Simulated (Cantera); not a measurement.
Input: 1 mol SiO₂, 0.0029 mol Si, 0.018 mol N₂, equilibrated at 100 Torr.

These are equilibrium values from Cantera (NASA tables, ideal gas, pure condensed phases), not measurements of a reactor. Candidate condensed phases: Si, SiO₂, Si₂N₂O, Si₃N₄; 16 gas species. N₂ is the only nitrogen source here; it is nearly inert below about 1500 K, so the nitride shown seldom forms there in practice. Mutual solubility and eutectic melting of coexisting phases are not modelled. The tables hold silica as quartz up to 1696 K and as liquid above; real silica turns to tridymite and cristobalite and melts near 1996 K. Equilibrium is a limit: real reactors are often held back by kinetics, nucleation or transport.

Question: Which condensed phases are stable at each of these points (T (K)): 1400, 1500, 1600, 1700, 1800, 1900, 2000?

Answer: 
```csv
T (K),condensed phases,Si condensed (%)
1400,SiO₂(β-quartz) + Si₂N₂O(s),100.0
1500,SiO₂(β-quartz) + Si₂N₂O(s),100.0
1600,SiO₂(β-quartz) + Si₂N₂O(s),100.0
1700,SiO₂(condensed) + Si₂N₂O(s),100.0
1800,SiO₂(condensed) + Si₂N₂O(s),100.0
1900,SiO₂(condensed) + Si₂N₂O(s),99.7
2000,SiO₂(l),99.4
```

From 1400 K to 1600 K the condensed part is SiO₂(β-quartz) + Si₂N₂O(s). From 1700 K to 1900 K the condensed part is SiO₂(condensed) + Si₂N₂O(s). At 2000 K the condensed part is SiO₂(l).
